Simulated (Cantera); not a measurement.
A closed system holds: 1 mol HI, 2.7 mol H2O, 0.15 mol O2, 5.5 mol H2, held at 0.450 Torr.

These are equilibrium values from Cantera (NASA tables, ideal gas, pure condensed phases), not measurements of a reactor. Candidate condensed phases: H2O, I2; 12 gas species. Kinetics and transport are ignored.

x: gas mole fraction; nothing condenses.

| T (K) | x H2 | x H2O | x I | x HI | x H | x OH |
|---|---|---|---|---|---|---|
| 1225 | 0.583 | 0.313 | 0.0812 | 0.0230 | 9.71e-6 | 4.74e-8 |
| 1275 | 0.584 | 0.312 | 0.0862 | 0.0177 | 2.30e-5 | 1.43e-7 |
| 1325 | 0.585 | 0.311 | 0.0901 | 0.0137 | 5.11e-5 | 3.97e-7 |
| 1375 | 0.585 | 0.311 | 0.0929 | ___ | ___ | ___ |
| 1425 | 0.586 | 0.311 | 0.0951 | 0.00845 | 0.000213 | 2.47e-6 |
| 1475 | 0.586 | 0.310 | 0.0967 | 0.00675 | 0.000405 | 5.62e-6 |
| 1525 | 0.586 | 0.310 | 0.0979 | 0.00544 | 0.000739 | 1.21e-5 |
| 1575 | 0.586 | 0.310 | 0.0988 | 0.00444 | 0.00130 | 2.49e-5 |
| 1625 | 0.585 | 0.309 | 0.0995 | ___ | ___ | ___ |
| 1675 | 0.584 | 0.309 | 0.100 | 0.00305 | 0.00362 | 9.27e-5 |
| 1725 | 0.583 | 0.309 | 0.100 | 0.00256 | 0.00579 | 0.000169 |

Q: Complete the blanks.

A: 
- 1625, x HI: 0.00366
- 1625, x H: 0.00220
- 1625, x OH: 4.91e-5
- 1375, x HI: 0.0107
- 1375, x H: 0.000107
- 1375, x OH: 1.02e-6
